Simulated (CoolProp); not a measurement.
Normal hydrogen along the isotherm -254.15 °C: Z from the reference equation and from simpler models built on Tc = -240.0 °C, pc = 1.296 MPa, ω = -0.219; each cubic takes its own stable root.

The numbers come from the reference Helmholtz-energy equation of state, Leachman 2009 in CoolProp.

```csv
p (MPa),phase,reference
0.864,liquid,0.1505
1.73,liquid,0.2975
2.59,liquid,0.4404
3.46,liquid,0.5823
4.32,liquid,0.7200
5.19,liquid,0.8572
6.05,liquid,0.9908
6.91,liquid,1.123
7.78,liquid,1.255
8.64,liquid,1.383
9.51,liquid,1.512
10.4,liquid,1.643
11.2,liquid,1.759
12.1,liquid,1.888
13,liquid,2.017
```

Q: How far does each simpler model (van der Waals, Redlich-Kwong, Soave-Redlich-Kwong, Peng-Robinson) lie from the reference over these 15 states: mean and median of the absolute difference, and the worst?

A: 
- van der Waals: mean 23.0 %, median 22.9 %, worst +24.7 % at -254.15 °C and 13 MPa
- Redlich-Kwong: mean 14.5 %, median 14.3 %, worst -17.1 % at -254.15 °C and 0.864 MPa
- Soave-Redlich-Kwong: mean 10.6 %, median 10.7 %, worst -11.2 % at -254.15 °C and 0.864 MPa
- Peng-Robinson: mean 20.1 %, median 20.1 %, worst -21.0 % at -254.15 °C and 0.864 MPa
